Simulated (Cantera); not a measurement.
Cantera run:

```python
import numpy as np
import cantera as ct

gas_names = [...]  # 151 gases of nasa_gas.yaml made of C, H, N, O, Si
cond_names = """
    C(gr) C6H6(L) C7H8(L) C8H18(L),n-octa H2O(s) H2O(L) Si(cr) Si(L) SiC(b) SiO2(Lqz) SiO2(hqz) SiO2(L)
    Si2N2O(s) Si3N4(a)
""".split()


# ... load() reads the species with a 1 bar reference pressure and builds the phases ...
atoms = {
    'TEOS': {'Si': 1, 'C': 8, 'H': 20, 'O': 4},
    'N2O': {'N': 2, 'O': 1},
    'H2': {'H': 2},
}
top_T = {'C(gr)': 4500, 'SiC(b)': 3050, 'Si2N2O(s)': 2100, 'Si3N4(a)': 2400}  # K; cautious upper limits of use, not melting points


# ... equilibrate(T, P, feed) seeds the gas with the atoms and calls Mixture.equilibrate('TP', solver="vcs", rtol=1e-11, max_steps=5000) ...
results = []
feed = {'TEOS': 1, 'N2O': 0.42, 'H2': 1.4}  # mol
T = 1750  # K
P = 133.322  # Pa
mix = equilibrate(T, P, feed)
results.append((T, P, feed, dict(zip(mix.species_names, mix.species_moles))))
print(gas.report(threshold=0.001))
for i in range(1, mix.n_phases):
    print(f"{mix.phase(i).name:16s} {mix.phase_moles(i):12.5e} mol")
```

It prints:

```
       temperature   1750 K
          pressure   133.32 Pa
           density   8.9504e-05 kg/m^3
  mean mol. weight   9.7682 kg/kmol
   phase of matter   gas

                          1 kg             1 kmol
                     ---------------   ---------------
          enthalpy        1.7095e+06        1.6699e+07  J
   internal energy        2.1999e+05        2.1489e+06  J
           entropy             27198        2.6567e+05  J/K
    Gibbs function       -4.5887e+07       -4.4823e+08  J
 heat capacity c_p            3480.5             33998  J/K
 heat capacity c_v            2629.3             25684  J/K

                      mass frac. Y      mole frac. X     chem. pot. / RT
                     ---------------   ---------------   ---------------
                CO           0.77463           0.27014           -42.782
                 H        0.00054876         0.0053178           -13.022
                H2           0.14385           0.69702           -26.044
                N2          0.073027          0.025464            -36.79
               SiO         0.0058403         0.0012941           -49.355
     [ +146 minor]         0.0021035        0.00076206

C(gr)             2.60918e+00 mol
Si(L)             0.00000e+00 mol
SiC(b)            9.78549e-01 mol
SiO2(L)           0.00000e+00 mol
Si2N2O(s)         0.00000e+00 mol
Si3N4(a)          0.00000e+00 mol
```

Equilibrium computed with Cantera from the NASA thermochemical tables; the gas is ideal and each condensed phase is pure. The feed counts by its element totals alone.
